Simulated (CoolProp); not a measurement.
Vapour-liquid equilibrium of propane (1) + isopentane (2) at 25.95 °C; x and y are mole fractions of (1).

Computed with CoolProp (multi-fluid Helmholtz-energy mixture model, Lemmon 2009 and Lemmon 2006; pair parameters Kunz 2012).

Q: Give the bubble pressure and the first vapour's composition at x = 0.35, 0.45, 0.85. Is there an azeotrope?

A: x = 0.35: 0.4108 MPa, y = 0.823; x = 0.45: 0.4933 MPa, y = 0.869; x = 0.85: 0.8325 MPa, y = 0.972. No azeotrope shows between x = 0.05 and 0.95.

The pair parameters rest on a limited set of measurements; away from them the model extrapolates. The gap from Raoult's law changes sign with composition, which may be real or a fault of the pair parameters; it wasn't checked against measurements.
